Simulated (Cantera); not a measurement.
Feed: 1 mol Fe₂O₃, 2100 mol H₂, held at 0.180 Torr.

Cantera equilibrium calculation (NASA polynomials, part measured and part estimated; ideal gas, pure solids and liquids). Candidate condensed phases: Fe, FeO, Fe(OH)₂, Fe(OH)₃, Fe₂O₃, Fe₃O₄, H₂O; 12 gas species. Rates play no part.

Q: At 1550 K, list the 4 most abundant gas species with their mole fractions, and the condensed phases.

A: H₂ 0.996, H 0.00203, H₂O 0.00143, Fe 0.000951. Condensed: gas only.
